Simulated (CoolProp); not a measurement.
Ammonia along the isotherm 265.5 K: Z from the reference equation and from simpler models built on Tc = 405.6 K, pc = 11360 kPa, ω = 0.256; each cubic takes its own stable root.

Values from CoolProp's reference Helmholtz-energy equation of state, Gao 2020.

```json
[
 {"p (kPa)": "4370", "phase": "liquid", "reference": "0.05175"},
 {"p (kPa)": "8740", "phase": "liquid", "reference": "0.1031"},
 {"p (kPa)": "13100", "phase": "liquid", "reference": "0.1539"},
 {"p (kPa)": "17500", "phase": "liquid", "reference": "0.2048"},
 {"p (kPa)": "21900", "phase": "liquid", "reference": "0.2553"},
 {"p (kPa)": "26200", "phase": "liquid", "reference": "0.3043"},
 {"p (kPa)": "30600", "phase": "liquid", "reference": "0.3542"},
 {"p (kPa)": "35000", "phase": "liquid", "reference": "0.4037"},
 {"p (kPa)": "39300", "phase": "liquid", "reference": "0.4518"},
 {"p (kPa)": "43700", "phase": "liquid", "reference": "0.5008"},
 {"p (kPa)": "48100", "phase": "liquid", "reference": "0.5495"},
 {"p (kPa)": "52400", "phase": "liquid", "reference": "0.5968"},
 {"p (kPa)": "56800", "phase": "liquid", "reference": "0.6450"}
]
```

### Question
How far does each simpler model (van der Waals, Redlich-Kwong, Soave-Redlich-Kwong, Peng-Robinson) lie from the reference over these 13 states: mean and median of the absolute difference, and the worst?

### Answer
- van der Waals: mean 84.9 %, median 84.2 %, worst +90.0 % at 265.5 K and 4370 kPa
- Redlich-Kwong: mean 29.2 %, median 29.1 %, worst +30.4 % at 265.5 K and 4370 kPa
- Soave-Redlich-Kwong: mean 25.8 %, median 25.8 %, worst +26.0 % at 265.5 K and 4370 kPa
- Peng-Robinson: mean 11.7 %, median 11.7 %, worst +12.0 % at 265.5 K and 56800 kPa
